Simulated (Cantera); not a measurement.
Charge: 1 mol SiCl4, 7.9 mol N2, held at 1025 °C and 10.0 mbar.

Equilibrium computed with Cantera from the NASA thermochemical tables; the gas is ideal and each condensed phase is pure. Candidate condensed phases: Si, Si3N4; 13 gas species. The tables' values for SiCl3 are old estimates; treat these amounts as uncertain. The numbers say what is thermodynamically allowed, not how fast it happens.

Base state: N2 0.887, SiCl4 0.112, SiCl3 0.000389, Cl 0.000385, Cl2 1.00e-5 (mole fractions); condensed: gas only.

**Question.** What changes in the equilibrium state with this change: pressure from 10.0 mbar to 25.0 Pa?

**Answer.** 
```csv
species,before,after
N2,0.887,0.885
SiCl4,0.112,0.110
Cl,0.000385,0.00269
SiCl2,8.09e-6,0.000261
SiCl3,0.000389,0.00219
```

**Question.** What changes in the equilibrium state with this change: temperature from 1025 °C to 1102 °C?

**Answer.** 
```
species    before    after
-------  --------  -------
N2          0.887    0.887
SiCl4       0.112    0.111
Cl       0.000385  0.00109
SiCl3    0.000389  0.00105
SiCl2     8.09e-6  4.52e-5
Cl2       1.00e-5  2.19e-5
```

**Question.** What changes in the equilibrium state with this change: pressure from 10.0 mbar to 21.0 Pa?

**Answer.** 
| species | before | after |
|---|---|---|
| N2 | 0.887 | 0.885 |
| SiCl4 | 0.112 | 0.109 |
| Cl | 0.000385 | 0.00295 |
| SiCl2 | 8.09e-6 | 0.000306 |
| SiCl3 | 0.000389 | 0.00236 |
| Cl2 | 1.00e-5 | 1.23e-5 |
